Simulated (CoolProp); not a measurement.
Vapour-liquid equilibrium of hexamethyldisiloxane (MM) (1) + toluene (2) at 272.8 K; x and y are mole fractions of (1).

Model: multi-fluid Helmholtz-energy mixture model, Thol 2016 and Lemmon 2006; pair parameters Bell 2016, in CoolProp.

```csv
x,bubble pressure (bar),y at the bubble point,dew pressure at overall composition x (bar),liquid density (mol/L)
0.05,0.009353,0.100,0.009100,9.214
0.15,0.01024,0.261,0.009619,8.493
0.25,0.01100,0.385,0.01018,7.859
0.35,0.01163,0.484,0.01079,7.300
0.45,0.01214,0.568,0.01141,6.802
0.55,0.01256,0.643,0.01203,6.357
0.65,0.01288,0.713,0.01259,5.958
0.75,0.01312,0.784,0.01301,5.598
0.85,0.01326,0.861,0.01325,5.273
0.95,0.01330,0.949,0.01330,4.978
```

y crosses x between x = 0.85 and 0.95: the model has an azeotrope there.

Pair parameters are fitted to limited data, so mixtures are less certain than the pure fluids.
